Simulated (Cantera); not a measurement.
A closed system holds: 1 mol CaO, 75 mol HCl, 3.8 mol N2, equilibrated at 827 °C.

Method: chemical equilibrium by Gibbs-energy minimisation in Cantera with the NASA 1993 tables (ideal gas, pure condensed phases). Candidate condensed phases: Ca, CaCl2, CaO, Ca(OH)2, H2O, NH4Cl; 36 gas species. Condensed phases not in the tables: oxide chlorides. Kinetics and transport are ignored.

**Question.** What share of the Ca ends up in condensed phases as a function of P (Pa), at 1, 5.20, 27, 140, 720, 3700, 19000, 100000?

**Answer.** 
```csv
P (Pa),Ca condensed (%),as
1,0.0,-
5.20,16.1,CaCl2(l)
27,84.0,CaCl2(l)
140,96.9,CaCl2(l)
720,99.4,CaCl2(l)
3700,99.9,CaCl2(l)
19000,100.0,CaCl2(l)
100000,100.0,CaCl2(l)
```
